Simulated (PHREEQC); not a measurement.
Synthetic water in mg/kgw, 25 °C, pH 7.83, pe 10.9: Na 6.24; K 2.5; Ca 20.3; Mg 3.54; Cl 8.19; S(6) as SO4 8.37; Alkalinity as HCO3 78.2; O(0) (dissolved oxygen) 0.0493; Br 0.0736; N(5) as NO3 0.164; Ni 0.0365.

Cl is adjusted to close the charge balance.
Valence states are taken as typed.

Equilibrium calculation in PHREEQC: ion-association model, wateq4f.dat.

The ionic strength is 0.00233 mol/kgw.

| species | molality | activity | log γ |
|---|---|---|---|
| HCO3- | 0.00126 | 0.00119 | -0.023 |
| Ca+2 | 0.000492 | 0.000399 | -0.091 |
| Na+ | 0.000271 | 0.000257 | -0.023 |
| Cl- | 0.000181 | 0.000172 | -0.023 |
| Mg+2 | 0.000142 | 0.000115 | -0.090 |
| SO4-2 | 8.01e-5 | 6.49e-5 | -0.091 |
| K+ | 6.39e-5 | 6.06e-5 | -0.023 |

No solid was allowed to form. Species that the database lacks are ignored. The database's nickel carbonate constants are estimates that later reviews lower a good deal.
